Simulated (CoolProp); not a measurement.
A Linde-Hampson liquefier for ethane: isothermal reversible compression at 320 K from 1 atm to 25 MPa, throttling to 1 atm, return gas leaving the recuperator 5 K below the feed. Each further row changes one setting.

Computed with CoolProp (reference Helmholtz-energy equation of state, Bücker 2006).

| case | liquid yield per pass | compression work (kJ/kg of gas) |
|---|---|---|
| as stated | 0.460 | 378 |
| high pressure 50 MPa | 0.444 | 436 |
| warm-end temperature 350 K | 0.382 | 443 |
| warm-end gap 10 K | 0.453 | 378 |
